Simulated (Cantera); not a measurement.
Input (Python, Cantera):

```python
import numpy as np
import cantera as ct

gas = ct.Solution("gri30.yaml")
gas.TPX = 1350, 2700, {'N2O': 1, 'O2': 0.16}
inlet = ct.Reservoir(gas, clone=True)

reactor = ct.IdealGasConstPressureReactor(gas, energy="off", clone=False)
exhaust = ct.Reservoir(gas, clone=True)
tau = [1, 0.34, 0.11, 0.037, 0.012, 0.004, 0.0013, 0.00043, 0.00014][0]
for a, b in ((inlet, reactor), (reactor, exhaust)):
    ct.MassFlowController(a, b, mdot=lambda t: reactor.mass / tau)
net = ct.ReactorNet([reactor])
show = ['N2O', 'O2', 'NO', 'N2', 'O']

rows = []
print(f"{'tau/s':>10s}{'T/K':>9s}" + "".join(f"{s:>11s}" for s in show))
for tau in [1, 0.34, 0.11, 0.037, 0.012, 0.004, 0.0013, 0.00043, 0.00014]:
    net.initial_time = 0.0
    net.advance(30 * tau)
    before = gas.X
    net.advance(40 * tau)
    drift = np.max(np.abs(gas.X - before) / (gas.X + 1e-9))
    rows.append([gas.T, *gas[show].X, drift])
    print(f"{tau:10.3e}{gas.T:9.1f}" + "".join(f"{x:11.3e}" for x in gas[show].X))
```

Result:

```
     tau/s      T/K        N2O         O2         NO         N2          O
 1.000e+00   1350.0  6.651e-01  1.854e-01  2.369e-02  1.258e-01  1.429e-05
 3.400e-01   1350.0  7.831e-01  1.569e-01  9.498e-03  5.040e-02  1.430e-05
 1.100e-01   1350.0  8.348e-01  1.445e-01  3.274e-03  1.738e-02  1.430e-05
 3.700e-02   1350.0  8.527e-01  1.402e-01  1.122e-03  5.964e-03  1.426e-05
 1.200e-02   1350.0  8.590e-01  1.387e-01  3.633e-04  1.941e-03  1.413e-05
 4.000e-03   1350.0  8.611e-01  1.382e-01  1.183e-04  6.409e-04  1.377e-05
 1.300e-03   1350.0  8.617e-01  1.380e-01  3.562e-05  2.016e-04  1.275e-05
 4.300e-04   1350.0  8.620e-01  1.379e-01  9.644e-06  6.156e-05  1.043e-05
 1.400e-04   1350.0  8.620e-01  1.379e-01  2.010e-06  1.733e-05  6.676e-06
```

Model: GRI-Mech 3.0 (53 species, 325 reactions), integrated in Cantera. GRI-Mech 3.0 was tuned for natural gas; its chemistry of N2O as a main component is partial and can be far from experiment. Radical loss at walls, strong at low pressure, is not modelled. The mechanism lacks the step 2 NO + O2 → 2 NO2, which can matter for NO2 below about 1400 K. The temperature is held fixed by assumption; the heat of reaction is taken as removed at once.
